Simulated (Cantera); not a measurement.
A Cantera script and what it prints.

```python
import numpy as np
import cantera as ct

gas_names = """
    N NO NO2 NO3 N2 N2O O O2 O3 Pb PbO Pb2
""".split()
cond_names = """
    Pb(cr) Pb(L) PbO(rd) PbO(yw) PbO(L) PbO2(s) Pb3O4(s)
""".split()


# ... load() reads the species with a 1 bar reference pressure and builds the phases ...
atoms = {
    'Pb': {'Pb': 1},
    'O2': {'O': 2},
    'N2': {'N': 2},
}
top_T = {'Pb3O4(s)': 820}  # K; cautious upper limits of use, not melting points


# ... equilibrate(T, P, feed) seeds the gas with the atoms and calls Mixture.equilibrate('TP', solver="vcs", rtol=1e-11, max_steps=5000) ...
results = []
feed = {'Pb': 1, 'O2': 0.18, 'N2': 19}  # mol
T = 1525  # K
for P in [10, 52, 270, 1400, 7200, 37000, 190000, 1000000]:
    mix = equilibrate(T, P, feed)
    results.append((T, P, feed, dict(zip(mix.species_names, mix.species_moles))))

top = {s: max(r[3][s] / sum(r[3][g] for g in gas_names) for r in results) for s in gas_names}
cols = sorted((s for s in top if top[s] > 1e-06), key=lambda s: -top[s])[:7]
seen = [c for c in cond_names if any(r[3].get(c, 0) > 1e-12 for r in results)]
print("log10 of partial pressures in bar; condensed amounts in mol")
print(f"{'P/Pa':>10s}" + "".join(f"{s[:9]:>10s}" for s in cols + seen))
for T, P, feed, n in results:
    ng = sum(n[g] for g in gas_names)
    print(f"{P:10.4g}" + "".join(f"{np.log10(max(n[s] / ng * P / 1e5, 1e-99)):10.3f}" for s in cols)
          + "".join(f"{n.get(c, 0):10.4g}" for c in seen))
```

It prints:

```
log10 of partial pressures in bar; condensed amounts in mol
      P/Pa        N2        Pb       PbO        O2        NO         O       Pb2     Pb(L)    PbO(L)
        10    -4.025    -5.357    -6.238    -6.229    -7.596    -8.361   -12.518         0         0
        52    -3.308    -4.682    -5.292    -5.688    -6.967    -8.091   -11.167         0         0
       270    -2.592    -4.013    -4.423    -5.286    -6.408    -7.890    -9.830         0         0
      1400    -1.876    -3.332    -3.632    -5.067    -5.941    -7.780    -8.466         0         0
      7200    -1.165    -2.633    -2.895    -4.991    -5.547    -7.742    -7.069         0         0
   3.7e+04    -0.454    -1.926    -2.178    -4.972    -5.182    -7.733    -5.655         0         0
   1.9e+05     0.269    -1.507    -1.919    -5.290    -4.980    -7.892    -4.817    0.3214    0.2364
     1e+06     0.998    -1.507    -1.919    -5.290    -4.616    -7.892    -4.817    0.5806    0.3369
```

These are equilibrium values from Cantera (NASA tables, ideal gas, pure condensed phases), not measurements of a reactor. Each liquid is taken as pure. Mutual solubility and eutectic melting of coexisting phases are not modelled. Gases not in the tables: (PbO)n polymers.
